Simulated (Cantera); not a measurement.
A closed system holds: 1 mol CuF2, 7.6 mol H2O, 1.4 mol H2, equilibrated at 1850 K and 133 Pa.

Equilibrium computed with Cantera from the NASA thermochemical tables; the gas is ideal and each condensed phase is pure. Candidate condensed phases: Cu, CuF2, CuO, Cu(OH)2, Cu2O, H2O; 27 gas species. Equilibrium is a limit: real reactors are often held back by kinetics, nucleation or transport.

Base state: H2O 0.681, HF 0.180, Cu 0.0890, H2 0.0405, OH 0.00369, H 0.00297, O2 0.00152, CuF 0.00141 (mole fractions); condensed: gas only.

### Question
What changes in the equilibrium state with this change: temperature from 1850 K to 1450 K?

### Answer
```json
[
 {"species": "H2O", "before": "0.681", "after": "0.758"},
 {"species": "HF", "before": "0.180", "after": "0.199"},
 {"species": "H2", "before": "0.0405", "after": "0.0400"},
 {"species": "Cu", "before": "0.0890", "after": "0.00258"},
 {"species": "O", "before": "0.000206", "after": "2.71e-8"},
 {"species": "O2", "before": "0.00152", "after": "2.42e-7"},
 {"species": "CuO", "before": "1.58e-5", "after": "1.02e-8"},
 {"species": "OH", "before": "0.00369", "after": "2.35e-5"},
 {"species": "Cu(l), mol", "before": "0", "after": "0.972"}
]
```

### Question
What changes in the equilibrium state with this change: temperature from 1850 K to 625 K?

### Answer
| species | before | after |
|---|---|---|
| H2O | 0.681 | 0.760 |
| HF | 0.180 | 0.200 |
| H2 | 0.0405 | 0.0400 |
| Cu | 0.0890 | <1e-9 |
| OH | 0.00369 | <1e-9 |
| H | 0.00297 | <1e-9 |
| O2 | 0.00152 | <1e-9 |
| CuF | 0.00141 | <1e-9 |
| Cu(s), mol | 0 | 1.00 |
